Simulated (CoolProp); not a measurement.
Vapour-liquid equilibrium of R115 (1) + R22 (2) at -84.25 °C; x and y are mole fractions of (1).

Model: multi-fluid Helmholtz-energy mixture model, Lemmon 2016 and Kamei 1995; pair parameters Bell 2016, in CoolProp.

Question: Give the bubble pressure and the first vapour's composition at x = 0.275, 0.725, 0.95. Is there an azeotrope?

Answer: x = 0.275: 0.009919 MPa, y = 0.419; x = 0.725: 0.01039 MPa, y = 0.617; x = 0.95: 0.008825 MPa, y = 0.825. y crosses x between x = 0.5 and 0.575: the model has an azeotrope there.

The pair parameters rest on a limited set of measurements; away from them the model extrapolates.
